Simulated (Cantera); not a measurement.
Charge: 1 mol Fe, 0.76 mol NH3, 170 mol H2, at 1000 Pa.

Equilibrium computed with Cantera from the NASA thermochemical tables; the gas is ideal and each condensed phase is pure. Candidate condensed phases: Fe; 10 gas species. Kinetics and transport are ignored.

Problem. At 1352 °C, list the 4 most abundant gas species with their mole fractions, and the condensed phases.

Solution. H2 0.997, N2 0.00221, H 0.000704, Fe 0.000173. Condensed: Fe(γ).
